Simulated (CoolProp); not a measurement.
Acetone along the isobar 12.9 MPa: Z from the reference equation and from simpler models built on Tc = 508.1 K, pc = 4.692 MPa, ω = 0.307; each cubic takes its own stable root.

The numbers come from the reference Helmholtz-energy equation of state, Lemmon 2006 in CoolProp. It is a short technical equation, of lower accuracy than the large ones.

| T (K) | phase | reference |
|---|---|---|
| 472.8 | liquid | 0.3255 |
| 479.3 | liquid | 0.3267 |
| 485.7 | liquid | 0.3283 |
| 492.1 | liquid | 0.3302 |
| 498.6 | liquid | 0.3325 |
| 505 | liquid | 0.3353 |
| 511.4 | supercritical | 0.3385 |
| 517.8 | supercritical | 0.3422 |
| 524.3 | supercritical | 0.3466 |
| 530.7 | supercritical | 0.3517 |
| 537.1 | supercritical | 0.3574 |
| 543.6 | supercritical | 0.3642 |
| 550 | supercritical | 0.3718 |

Question: How far does each simpler model (Redlich-Kwong, Soave-Redlich-Kwong, Peng-Robinson) lie from the reference over these 13 states: mean and median of the absolute difference, and the worst?

Answer: 
- Redlich-Kwong: mean 30.6 %, median 31.0 %, worst +31.6 % at 472.8 K and 12.9 MPa
- Soave-Redlich-Kwong: mean 31.5 %, median 31.4 %, worst +34.2 % at 550 K and 12.9 MPa
- Peng-Robinson: mean 18.4 %, median 18.2 %, worst +22.5 % at 550 K and 12.9 MPa
